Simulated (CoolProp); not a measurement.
The numbers come from the reference Helmholtz-energy equation of state, Span 1996 in CoolProp.

Problem. For carbon dioxide, give the phase and the Joule-Thomson coefficient (K/MPa), Prandtl number, fugacity coefficient at 291.4 K and 11.4 MPa.

Solution. 
- 291.4 K and 11.4 MPa: liquid; Joule-Thomson coefficient 0.492, Prandtl number 2.13, fugacity coefficient 0.388

Viscosity comes from a separate model (Laesecke 2017). Thermal conductivity comes from a separate model (Huber 2016).
